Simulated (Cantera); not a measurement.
## Premixed flame

A freely propagating, adiabatic, planar premixed flame of H2 : O2 : N2 = 1 : 0.82 : 2.13 (molar parts), unburnt at 475 K and 10.0 bar; mixture-averaged transport, grid criteria slope 0.08 and curve 0.16, no radiation.

Detailed kinetics in Cantera: the H2/O2 subset of GRI-Mech 3.0, which has no nitrogen chemistry. The hydrogen kinetics of GRI-Mech 3.0 are dated; newer H2 mechanisms differ, most at raised pressure. Burning velocities carry a grid error of a few per cent, more on coarse grids. Lean hydrogen flames are cellular in practice and burn faster than this planar one.

```tsv
z (mm)	T (K)	u (m/s)	x H2	x O2	x H2O2	x H2O	x HO2	x O
-0.0762	475	2.02	0.251	0.208	2.89e-8	9.62e-6	8.42e-8	<1e-8
-0.0508	477	2.02	0.247	0.209	2.45e-7	7.02e-5	7.04e-7	<1e-8
-0.0381	481	2.02	0.240	0.211	1.55e-6	0.000367	4.44e-6	2.58e-8
-0.0254	509	2.09	0.217	0.216	1.74e-5	0.00315	5.15e-5	2.71e-7
-0.0127	754	2.92	0.154	0.217	0.000219	0.0367	0.00100	2.40e-5
-0.00635	1144	4.33	0.104	0.194	0.000281	0.0957	0.00137	0.000459
0	1558	5.85	0.0571	0.156	2.93e-5	0.169	0.000765	0.00248
0.00635	1831	6.87	0.0270	0.124	6.44e-6	0.220	0.000372	0.00456
0.0127	1985	7.44	0.0138	0.108	4.50e-6	0.244	0.000198	0.00503
0.0254	2130	7.96	0.00583	0.0994	2.86e-6	0.261	8.16e-5	0.00368
0.0508	2222	8.28	0.00229	0.0978	1.74e-6	0.271	3.11e-5	0.00165
0.102	2261	8.41	0.000857	0.0981	1.23e-6	0.275	1.55e-5	0.000669
0.203	2271	8.44	0.000531	0.0984	1.14e-6	0.276	1.28e-5	0.000446
```
x: mole fraction of selected species; z is measured from the peak of heat release.

The laminar burning velocity is 203 cm/s and the thermal thickness comes out as 0.0254 mm. The peak x(H2O2) is 0.000311 and the peak x(HO2) is 0.00147. The peak x(O) comes out as 0.00505. The grid points is 112.
